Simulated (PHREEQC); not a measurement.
A made-up water analysis in mg/L, 55 °C, pH 3.04, pe 11.1:

```
constituent  mg/L
-----------  ----
Na            415
K             178
Ca            412
Mg           22.5
Cl            370
S(6) as SO4  1820
Cd             10
Sr           8.93
Br           16.8
```

Valence states are taken as typed.

All values are PHREEQC results (ion-association model, phreeqc.dat), not measurements.

No solid was allowed to form.

Problem. What ionic strength does the model give?

Solution. ionic strength 0.0583 mol/kgw.

Problem. In which forms is K present?

Solution. K+ 94 %, KSO4- 5.7 % of the K.

Complexes and solids missing from the database can't appear. Constants without temperature data keep their 25 °C values here.
